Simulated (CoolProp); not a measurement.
Vapour-liquid equilibrium of dimethyl ether (1) + R236EA (2) at 1.2 bar; x and y are mole fractions of (1).

The numbers come from the multi-fluid Helmholtz-energy mixture model, Wu 2011 and Rui 2013; pair parameters Bell 2016 in CoolProp.

| x | bubble temperature, mixture model (K) | bubble temperature, Raoult's law (K) | y, mixture model | y, Raoult's law |
|---|---|---|---|---|
| 0.05 | (withheld) | 280.9 | (withheld) | 0.145 |
| 0.2 | 281.8 | 274.0 | 0.267 | 0.458 |
| 0.35 | 278.8 | 268.4 | 0.507 | 0.656 |
| 0.5 | 273.5 | 263.7 | 0.736 | 0.787 |
| 0.65 | 266.5 | 259.7 | 0.895 | 0.877 |
| 0.8 | 259.3 | 256.3 | (withheld) | 0.941 |
| 0.95 | 253.7 | 253.2 | 0.997 | 0.987 |

Q: Complete the blanks.

A: 
- 0.05, bubble temperature, mixture model (K): 283.3
- 0.05, y, mixture model: 0.061
- 0.8, y, mixture model: 0.971

The largest gap from Raoult's law is +10.4 K in bubble temperature, at x = 0.35. No azeotrope shows between x = 0.05 and 0.95.

The pair parameters rest on a limited set of measurements; away from them the model extrapolates.
